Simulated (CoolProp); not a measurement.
CF4 (R14) along the isobar 0.93 MPa: Z from the reference equation and from simpler models built on Tc = 227.4 K, pc = 3.762 MPa, ω = 0.178; each cubic takes its own stable root.

Computed with CoolProp (reference Helmholtz-energy equation of state, Platzer 1990). This equation is an older, rougher fit.

```
T (K)  phase  reference  van der Waals  Soave-Redlich-Kwong  Peng-Robinson
-----  -----  ---------  -------------  -------------------  -------------
205.4    gas     0.8732         0.8972               0.8724         0.8622
227.5    gas     0.9111         0.9216               0.9109            [?]
249.5    gas     0.9351            [?]                  [?]         0.9275
271.6    gas     0.9517         0.9511               0.9532         0.9456
293.7    gas     0.9637            [?]               0.9656         0.9587
315.7    gas        [?]         0.9676                  [?]         0.9683
337.8    gas     0.9793         0.9733               0.9814         0.9756
359.9    gas     0.9846         0.9778               0.9866         0.9813
381.9    gas     0.9887         0.9814               0.9905         0.9857
404      gas     0.9921         0.9844               0.9936         0.9891
426.1    gas     0.9948         0.9869               0.9961         0.9919
448.1    gas     0.9970         0.9890               0.9980         0.9941
470.2    gas     0.9988         0.9907               0.9995         0.9960
```

Question: Complete the blanks.

Answer: 
- 227.5, Peng-Robinson: 0.9017
- 249.5, van der Waals: 0.9386
- 249.5, Soave-Redlich-Kwong: 0.9359
- 293.7, van der Waals: 0.9605
- 315.7, reference: 0.9725
- 315.7, Soave-Redlich-Kwong: 0.9746
